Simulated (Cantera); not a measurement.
What does this Cantera script print?

```python
import numpy as np
import cantera as ct

surf = ct.Interface("diamond.yaml", "diamond_100")
gas, bulk = surf.adjacent["gas"], surf.adjacent["diamond"]
k = surf.kinetics_species_index(bulk.species_names[0])
cover = ["c6HH", "c6H*", "c6*H", "c6**", "c6HM", "c6B"]

rows, drift = [], 0.0
print(f"{'P':>10s}{'um/h':>11s}" + "".join(f"{s:>11s}" for s in cover))
for v in [850, 1300, 2000, 3000, 4500, 6900, 10000, 16000]:
    T, P, xH, xCH3 = 950, v, 0.016, 0.00033
    gas.TPX = T, P, {"H": xH, "CH3": xCH3, "CH4": 0.0084, "H2": 1 - xH - xCH3 - 0.0084}
    surf.TP = bulk.TP = T, P
    surf.coverages = "c6H*:0.1, c6HH:0.9"
    surf.advance_coverages(100.0)
    before = surf.coverages
    surf.advance_coverages(100.0)
    drift = max(drift, np.max(np.abs(surf.coverages - before) / (surf.coverages + 1e-9)))
    rate = surf.net_production_rates[k] * bulk.mean_molecular_weight / bulk.density * 3.6e9
    rows.append([rate, *surf[cover].coverages])
    print(f"{v:10.4g}{rate:11.4e}" + "".join(f"{x:11.3e}" for x in rows[-1][1:]))
```

Result:

```
         P       um/h       c6HH       c6H*       c6*H       c6**       c6HM        c6B
       850 1.1247e+00  6.323e-01  1.391e-02  3.297e-01  6.575e-03  1.343e-02  3.052e-09
      1300 1.7312e+00  6.322e-01  1.392e-02  3.297e-01  6.576e-03  1.352e-02  4.698e-09
      2000 2.6748e+00  6.321e-01  1.394e-02  3.296e-01  6.578e-03  1.358e-02  7.258e-09
      3000 4.0234e+00  6.321e-01  1.397e-02  3.296e-01  6.582e-03  1.362e-02  1.092e-08
      4500 6.0473e+00  6.321e-01  1.402e-02  3.295e-01  6.587e-03  1.364e-02  1.641e-08
      6900 9.2876e+00  6.321e-01  1.409e-02  3.294e-01  6.596e-03  1.367e-02  2.520e-08
     1e+04 1.3477e+01  6.321e-01  1.419e-02  3.293e-01  6.607e-03  1.368e-02  3.657e-08
   1.6e+04 2.1600e+01  6.320e-01  1.438e-02  3.291e-01  6.629e-03  1.370e-02  5.861e-08
```

Detailed kinetics in Cantera: the Harris–Goodwin 1993 mechanism for the reconstructed diamond (100) surface.
